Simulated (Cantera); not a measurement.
An adiabatic, constant-volume homogeneous reactor starts with 2.23 % CH₄, 0.145 % C₂H₆, 0.626 % C₃H₈, 9.61 % O₂, 82.5 % N₂, 4.92 % CO₂, equivalence ratio 0.84, at 1375 K and 290000 Pa.

Computed with Cantera and GRI-Mech 3.0 (53 species, 325 reactions).

Problem. Predict: time of steepest temperature rise; temperature at 1.00 s; equilibrium temperature; x(NO) at 1.00 s; x(H) at 1.00 s; x(HO₂) at 1.00 s.

Solution. 
```
Property                                                              Result
---------------------------------  -----------------------------------------
time of steepest temperature rise                                   0.445 ms
temperature at 1.00 s                                                 2358 K
equilibrium temperature                                               2358 K
x(NO) at 1.00 s                      0.00476 (gas-phase equilibrium 0.00476)
x(H) at 1.00 s                     0.000160 (gas-phase equilibrium 0.000160)
x(HO₂) at 1.00 s                     1.66e-6 (gas-phase equilibrium 1.66e-6)
```
